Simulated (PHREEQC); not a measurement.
A column of 1 m (40 cells, dispersivity 0.08 m, 300 s a shift, diffusion coefficient 3e-10 m²/s) holds 0.033 eq of the database's cation exchanger X per kg of pore water, first in equilibrium with 3.6 mmol/kgw NH4Cl and 0.01 mmol/kgw HCl. It is flushed with 4.3 mmol/kgw MgSO4, 1.5 mmol/kgw Na2SO4 and 0.01 mmol/kgw HCl, at 15 °C. Values are for the last cell. The system is closed to CO2. No solid was allowed to form.

Base run: PHREEQC, ion-association model, phreeqc.dat. Each further column changes one thing. The table gives NH4 in solution (mol/kgw).

```
pore volumes      base  exchange capacity from 0.033 to 0.017 eq/kgw  dispersivity from 0.08 to 0.16 m
------------  --------  --------------------------------------------  --------------------------------
0              0.00360                                       0.00360                           0.00360
0.5125         0.00405                                       0.00405                           0.00474
1.262          0.00917                                       0.00836                           0.00864
1.762          0.00935                                       0.00846                           0.00892
2.513          0.00860                                       0.00724                           0.00858
3.013          0.00827                                       0.00248                           0.00834
3.763          0.00802                                      0.000470                           0.00754
4.263          0.00672                                      0.000161                           0.00500
5.013          0.00182                                       3.34e-5                           0.00227
5.513         0.000768                                       1.18e-5                           0.00135
6.263         0.000225                                       2.51e-6                          0.000633
6.763         0.000102                                       8.99e-7                          0.000386
7.513          3.21e-5                                       1.93e-7                          0.000186
8.012          1.50e-5                                       6.91e-8                          0.000115
```
